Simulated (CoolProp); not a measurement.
Properties of R1336mzz(E) along the isobar 18 bar.

Values from CoolProp's reference Helmholtz-energy equation of state, Akasaka 2023.

```
T (K)   phase  density (kg/m³)  speed of sound (m/s)  fugacity coefficient
-----  ------  ---------------  --------------------  --------------------
283.4  liquid             1375                 647.0               0.06411
291.8  liquid             1351                 608.6               0.08706
300.3  liquid             1326                 569.9                0.1158
308.7  liquid             1300                 531.7                0.1502
317.2  liquid             1273                 493.1                0.1916
325.6  liquid             1244                 455.0                0.2392
334    liquid             1213                 416.6                0.2937
342.5  liquid             1179                 377.5                0.3558
350.9  liquid             1142                 338.4                0.4240
359.4  liquid             1101                 298.0                0.4992
367.8  liquid             1053                 256.6                0.5792
376.2  liquid            995.7                 212.4                0.6636
384.7     gas            148.3                 94.52                0.7305
393.1     gas            134.4                 102.9                0.7523
401.6     gas            124.5                 109.5                0.7717
410       gas            117.0                 114.9                0.7889
```
